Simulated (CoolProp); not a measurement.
Vapour-liquid equilibrium of cyclohexane (1) + toluene (2) at 479.8 K; x and y are mole fractions of (1).

Computed with CoolProp (multi-fluid Helmholtz-energy mixture model, Zhou 2014 and Lemmon 2006; pair parameters Bell 2016).

Give the bubble pressure and the first vapour's composition at x = 0.75, 0.85, 0.95. Is there an azeotrope?

x = 0.75: 1.365 MPa, y = 0.808; x = 0.85: 1.419 MPa, y = 0.885; x = 0.95: 1.469 MPa, y = 0.961. No azeotrope shows between x = 0.05 and 0.95.

The pair parameters rest on a limited set of measurements; away from them the model extrapolates.
